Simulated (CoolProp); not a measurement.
Model: reference Helmholtz-energy equation of state, Thol 2019, in CoolProp.

Problem. For dodecamethylpentasiloxane (MD3M), give the phase and the Z, cp (kJ/(kg K)), cv (kJ/(kg K)) at 620 K and 103 kPa; 620 K and 294 kPa.

Solution. 
- 620 K and 103 kPa: gas; Z 0.957, cp 2.11, cv 2.09
- 620 K and 294 kPa: gas; Z 0.870, cp 2.15, cv 2.10
